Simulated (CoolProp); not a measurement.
The numbers come from the reference Helmholtz-energy equation of state, Lemmon 2006 in CoolProp. It is a short technical equation, of lower accuracy than the large ones.

Problem. Give the vapour pressure (bar), vapour density (kg/m³), liquid cp (kJ/(kg K)) of saturated CH3F (R41) at -53.35, -41.25, 6.95 °C.

Solution. 
```
T (°C)  p (bar)  vapour density (kg/m³)  liquid cp (kJ/(kg K))
------  -------  ----------------------  ---------------------
-53.35     3.38                    6.92                   2.13
-41.25     5.48                    11.0                   2.19
6.95       24.5                    52.7                   2.80
```
